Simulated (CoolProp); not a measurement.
Vapour pressure (MPa) of carbon dioxide: the reference equation beside estimates from Tc = 304.1 K, pc = 7.377 MPa, ω = 0.224.

Model: reference Helmholtz-energy equation of state, Span 1996, in CoolProp.

```tsv
T (K)	reference	Lee-Kesler	van der Waals
228.1	0.8302	0.8308	2.084
235.3	1.086	1.086	2.418
242.5	1.397	1.395	2.785
249.6	1.763	1.759	3.180
256.8	2.201	2.194	3.614
264	2.713	2.703	4.083
271.1	3.300	3.286	4.581
278.3	3.985	3.969	5.122
285.5	4.770	4.756	5.701
292.6	5.655	5.646	6.309
```

Absolute difference from the reference over all 10 rows, mean and median: Lee-Kesler 0.2 and 0.3 %, van der Waals 66.7 and 57.3 %.
